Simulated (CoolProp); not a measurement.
The numbers come from the reference Helmholtz-energy equation of state, Thol 2015 in CoolProp.

Question: For 1,2-dichloroethane, give the phase and the density (kg/m³), cp (kJ/(kg K)), cv (kJ/(kg K)), speed of sound (m/s) at 440.7 K and 3 MPa; 477.8 K and 3 MPa.

Answer: 
- 440.7 K and 3 MPa: liquid; density 1010, cp 1.50, cv 0.988, speed of sound 668
- 477.8 K and 3 MPa: liquid; density 933, cp 1.60, cv 1.03, speed of sound 525
